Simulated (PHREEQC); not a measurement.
Solution (25 °C): 2.8 mmol/kgw Na2SeO4, 6.9 mmol/kgw HCl and 1.4 mmol/kgw NaCl. Closed to the air; pH follows from the charge balance.

Equilibrium calculation in PHREEQC: ion-association model, wateq4f.dat.

```yaml
pH: 2.24
ionic_strength: 0.0158 mol/kgw
total_alkalinity: -6.90 meq/kg
```

| species | molality | activity | log γ |
|---|---|---|---|
| Cl- | 0.00830 | 0.00730 | -0.056 |
| Na+ | 0.00700 | 0.00618 | -0.054 |
| H+ | 0.00647 | 0.00581 | -0.047 |
| SeO4-2 | 0.00237 | 0.00143 | -0.218 |
| HSeO4- | 0.000431 | 0.000380 | -0.055 |

Precipitation was switched off in this run.
